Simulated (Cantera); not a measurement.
Input: 1 mol Si, 5.5 mol Br₂, 0.57 mol H₂, held at 1425 K and 750 Torr.

Cantera equilibrium calculation (NASA polynomials, part measured and part estimated; ideal gas, pure solids and liquids). Candidate condensed phases: Br₂, Si; 19 gas species. The tables' values for SiBr₃ are old estimates; treat these amounts as uncertain. Rates play no part.

Base state: Br₂ 0.471, HBr 0.210, SiBr₄ 0.184, Br 0.135, SiBr₃ 6.07e-5 (mole fractions); condensed: gas only.

**Question.** What changes in the equilibrium state with this change: temperature from 1425 K to 1525 K?

**Answer.** 
| species | before | after |
|---|---|---|
| Br₂ | 0.471 | 0.407 |
| Br | 0.135 | 0.217 |
| HBr | 0.210 | 0.200 |
| SiBr₄ | 0.184 | 0.176 |
| SiBr₃ | 6.07e-5 | 0.000214 |

**Question.** What changes in the equilibrium state with this change: pressure from 750 Torr to 23.3 Torr?

**Answer.** 
| species | before | after |
|---|---|---|
| Br | 0.135 | 0.489 |
| Br₂ | 0.471 | 0.192 |
| HBr | 0.210 | 0.170 |
| SiBr₄ | 0.184 | 0.148 |
| SiBr₂ | 4.96e-7 | 3.17e-5 |
| SiBr₃ | 6.07e-5 | 0.000436 |

**Question.** What changes in the equilibrium state with this change: pressure from 750 Torr to 6.53 Torr?

**Answer.** 
| species | before | after |
|---|---|---|
| Br | 0.135 | 0.622 |
| HBr | 0.210 | 0.155 |
| SiBr₄ | 0.184 | 0.134 |
| Br₂ | 0.471 | 0.0872 |
| SiBr₂ | 4.96e-7 | 0.000225 |
| SiBr₃ | 6.07e-5 | 0.00111 |
